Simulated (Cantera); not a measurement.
Charge: 1 mol SiHCl3, a varied amount of Cl2, 120 mol N2, equilibrated at 10.0 mbar.

Equilibrium computed with Cantera from the NASA thermochemical tables; the gas is ideal and each condensed phase is pure. Candidate condensed phases: NH4Cl, Si, Si3N4; 28 gas species. N2 is the only nitrogen source here; it is nearly inert below about 1500 K, so the nitride shown seldom forms there in practice. The tables' values for SiCl3 are old estimates. Rates play no part.

**Question.** What condenses at these points (T in K, n(Cl2) in mol): (1025, 0.18); (1475, 0.18); (1025, 0.3); (1475, 0.067); (1325, 0.3)?

**Answer.** 
| T (K) | n(Cl2) in mol | condensed phases | Si condensed (%) |
|---|---|---|---|
| 1025 | 0.18 | Si3N4 | 39.6 |
| 1475 | 0.18 | gas only | 0.0 |
| 1025 | 0.3 | Si3N4 | 33.7 |
| 1475 | 0.067 | gas only | 0.0 |
| 1325 | 0.3 | Si3N4 | 17.4 |
